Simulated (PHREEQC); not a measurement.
Consider water at 20 °C with 0.014 mol H2SO4, 3.5e-05 mol ZnSO4 and 6.7e-05 mol MgSO4 per kg of water. Closed to the air; pH follows from the charge balance.

All values are PHREEQC results (ion-association model, phreeqc.dat), not measurements.

Precipitation was switched off in this run.

Task: Estimate the pH, specific conductance, ionic strength.

Result: pH 1.74; specific conductance 6920 µS/cm; ionic strength 0.0281 mol/kgw.

Task: In which forms is Zn present?

Result: Zn+2 67 %, ZnSO4 31 %, Zn(SO4)2-2 1.9 % of the Zn.
